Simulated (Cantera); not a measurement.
Input: 1 mol C2F6, 0.8 mol F2, 8.2 mol H2.

Method: chemical equilibrium by Gibbs-energy minimisation in Cantera with the NASA 1993 tables (ideal gas, pure condensed phases). Candidate condensed phases: C, C6H6, C7H8, C8H18; 95 gas species. The feed counts by its element totals alone. Equilibrium is a limit: real reactors are often held back by kinetics, nucleation or transport.

Task: What condenses at these points (T in K, P in Pa): (2648, 100000); (2648, 320); (2648, 1); (2548, 46); (2598, 46)?

Result: 
```tsv
T (K)	P in Pa	condensed phases	C condensed (%)
2648	100000	C	91.7
2648	320	C	91.4
2648	1	gas only	0.0
2548	46	C	91.5
2598	46	C	84.3
```
